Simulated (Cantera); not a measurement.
Input: 1 mol SiH4, 0.29 mol H2O, 88 mol N2, at 0.00860 bar.

Cantera equilibrium calculation (NASA polynomials, part measured and part estimated; ideal gas, pure solids and liquids). Candidate condensed phases: H2O, Si, SiO2, Si2N2O, Si3N4; 35 gas species. N2 is the only nitrogen source here; it is nearly inert below about 1500 K, so the nitride shown seldom forms there in practice. Mutual solubility and eutectic melting of coexisting phases are not modelled. Kinetics and transport are ignored.

Question: What share of the Si ends up in condensed phases as a function of T (K), at 1248, 1298, 1348, 1398, 1448, 1498, 1548, 1598, 1648, 1698?

Answer: 
```json
[
 {"T (K)": "1248", "Si condensed (%)": "100.0", "as": "Si2N2O(s) + Si3N4(s)"},
 {"T (K)": "1298", "Si condensed (%)": "100.0", "as": "Si2N2O(s) + Si3N4(s)"},
 {"T (K)": "1348", "Si condensed (%)": "100.0", "as": "Si2N2O(s) + Si3N4(s)"},
 {"T (K)": "1398", "Si condensed (%)": "100.0", "as": "Si2N2O(s) + Si3N4(s)"},
 {"T (K)": "1448", "Si condensed (%)": "100.0", "as": "Si2N2O(s) + Si3N4(s)"},
 {"T (K)": "1498", "Si condensed (%)": "99.8", "as": "Si2N2O(s) + Si3N4(s)"},
 {"T (K)": "1548", "Si condensed (%)": "99.3", "as": "Si2N2O(s) + Si3N4(s)"},
 {"T (K)": "1598", "Si condensed (%)": "97.2", "as": "Si2N2O(s) + Si3N4(s)"},
 {"T (K)": "1648", "Si condensed (%)": "89.7", "as": "Si2N2O(s) + Si3N4(s)"},
 {"T (K)": "1698", "Si condensed (%)": "70.7", "as": "Si3N4(s)"}
]
```
